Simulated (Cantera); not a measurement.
A closed system holds: 1 mol Si(CH3)4, 0.15 mol C3H8, 410 mol H2, at 1548 K and 0.350 bar.

These are equilibrium values from Cantera (NASA tables, ideal gas, pure condensed phases), not measurements of a reactor. Candidate condensed phases: C, C6H6, C7H8, C8H18, Si, SiC; 87 gas species. The numbers say what is thermodynamically allowed, not how fast it happens.

Q: What is the equilibrium state?

A: 
* **x(H2)**: 0.999
* **x(CH4)**: 0.000717
* **x(H)**: 5.20e-5
* **x(C2H2 (acetylene))**: 1.57e-5
* **n(C(graphite))**: 3.14 mol
* **n(SiC(s))**: 1.000 mol
* **gas amount**: 416.3 mol
* **log10 activity of Si(s) (absent)**: -2.06
